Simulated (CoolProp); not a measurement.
Saturated liquid density (kg/m³) of methane: the reference equation beside estimates from Tc = -82.6 °C, pc = 4.599 MPa, ω = 0.011. Rackett uses Z = 0.29056 − 0.08775 ω.

Values from CoolProp's reference Helmholtz-energy equation of state, Setzmann 1991.

```json
[
 {"T (°C)": "-143.05", "reference": "[?]", "Rackett": "392.7", "van der Waals": "269.7", "Soave-Redlich-Kwong": "387.8"},
 {"T (°C)": "-137.65", "reference": "384.8", "Rackett": "[?]", "van der Waals": "263.2", "Soave-Redlich-Kwong": "[?]"},
 {"T (°C)": "-132.15", "reference": "375.1", "Rackett": "373.8", "van der Waals": "[?]", "Soave-Redlich-Kwong": "364.6"},
 {"T (°C)": "-126.75", "reference": "[?]", "Rackett": "363.8", "van der Waals": "248.8", "Soave-Redlich-Kwong": "351.9"},
 {"T (°C)": "-121.25", "reference": "354.0", "Rackett": "352.9", "van der Waals": "240.8", "Soave-Redlich-Kwong": "338.0"},
 {"T (°C)": "-115.75", "reference": "342.2", "Rackett": "341.2", "van der Waals": "[?]", "Soave-Redlich-Kwong": "323.0"},
 {"T (°C)": "-110.35", "reference": "329.6", "Rackett": "328.7", "van der Waals": "223.0", "Soave-Redlich-Kwong": "306.7"},
 {"T (°C)": "-104.85", "reference": "[?]", "Rackett": "314.6", "van der Waals": "[?]", "Soave-Redlich-Kwong": "288.4"},
 {"T (°C)": "-99.45", "reference": "299.2", "Rackett": "298.9", "van der Waals": "200.9", "Soave-Redlich-Kwong": "268.1"}
]
```

Q: What belongs in the gaps?

A: 
- -143.05, reference: 393.9
- -137.65, Rackett: 383.6
- -137.65, Soave-Redlich-Kwong: 376.7
- -132.15, van der Waals: 256.2
- -126.75, reference: 365.0
- -115.75, van der Waals: 232.2
- -104.85, reference: 315.3
- -104.85, van der Waals: 212.5

Absolute difference from the reference over all 9 rows, mean and median: Rackett 0.3 and 0.3 %, van der Waals 32.1 and 32.0 %, Soave-Redlich-Kwong 5.1 and 4.5 %.
